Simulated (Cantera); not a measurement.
Cantera run:

```python
import numpy as np
import cantera as ct

gas_names = """
    N NO NO2 NO3 N2 N2O O O2 O3 Si SiN SiO SiO2 Si2 Si2N Si3
""".split()
cond_names = """
    Si(cr) Si(L) SiO2(Lqz) SiO2(hqz) SiO2(L) Si2N2O(s) Si3N4(a)
""".split()


# ... load() reads the species with a 1 bar reference pressure and builds the phases ...
atoms = {
    'Si': {'Si': 1},
    'O2': {'O': 2},
    'N2': {'N': 2},
}
top_T = {'Si2N2O(s)': 2100, 'Si3N4(a)': 2400}  # K; cautious upper limits of use, not melting points


# ... equilibrate(T, P, feed) seeds the gas with the atoms and calls Mixture.equilibrate('TP', solver="vcs", rtol=1e-11, max_steps=5000) ...
results = []
feed = {'Si': 1, 'O2': 0.041, 'N2': 830}  # mol
T = 1975  # K
for P in [0.1, 1, 10, 100, 1000, 10000, 100000, 1000000]:
    mix = equilibrate(T, P, feed)
    results.append((T, P, feed, dict(zip(mix.species_names, mix.species_moles))))

top = {s: max(r[3][s] / sum(r[3][g] for g in gas_names) for r in results) for s in gas_names}
cols = sorted((s for s in top if top[s] > 1e-05), key=lambda s: -top[s])[:9]
seen = [c for c in cond_names if any(r[3].get(c, 0) > 1e-12 for r in results)]
print("log10 of partial pressures in bar; condensed amounts in mol")
print(f"{'P/Pa':>10s}" + "".join(f"{s[:9]:>10s}" for s in cols + seen))
for T, P, feed, n in results:
    ng = sum(n[g] for g in gas_names)
    print(f"{P:10.4g}" + "".join(f"{np.log10(max(n[s] / ng * P / 1e5, 1e-99)):10.3f}" for s in cols)
          + "".join(f"{n.get(c, 0):10.4g}" for c in seen))
```

Result:

```
log10 of partial pressures in bar; condensed amounts in mol
      P/Pa        N2        Si       SiO      Si2N       SiN     Si(L) Si2N2O(s)  Si3N4(a)
       0.1    -6.001    -8.957   -10.006   -16.853   -12.515         0         0         0
         1    -5.001    -7.957    -9.006   -14.354   -11.016         0         0         0
        10    -4.001    -6.958    -8.006   -11.855    -9.516         0         0         0
       100    -3.001    -5.961    -7.006    -9.362    -8.020         0         0         0
      1000    -2.001    -4.981    -6.006    -6.902    -6.540         0         0         0
     1e+04    -1.000    -4.490    -5.005    -5.420    -5.549    0.5561         0         0
     1e+05    -0.000    -5.109    -4.005    -6.158    -5.668         0         0    0.3029
     1e+06     1.000    -5.776    -3.038    -6.991    -5.834         0  0.006052    0.3039
```

Equilibrium computed with Cantera from the NASA thermochemical tables; the gas is ideal and each condensed phase is pure. Mutual solubility and eutectic melting of coexisting phases are not modelled. The tables' values for SiN are old estimates; treat these amounts as uncertain.
